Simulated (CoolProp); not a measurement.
Properties of R1224YDZ along the isobar 0.101 MPa (Tc = 428.7 K, pc = 3.334 MPa, ω = 0.325).

The numbers come from the reference Helmholtz-energy equation of state, Akasaka 2023 in CoolProp.

```tsv
T (K)	phase	Joule-Thomson coefficient (K/MPa)	expansivity (1/kK)	fugacity coefficient
325.8	gas	25.14	3.434	0.9721
344.2	gas	19.77	3.168	0.9773
362.6	gas	16.04	2.955	0.9813
381	gas	13.35	2.777	0.9843
399.5	gas	11.34	2.624	0.9867
417.9	gas	9.805	2.490	0.9886
436.3	gas	8.605	2.372	0.9902
454.7	gas	7.642	2.266	0.9915
473.1	gas	6.853	2.170	0.9926
```
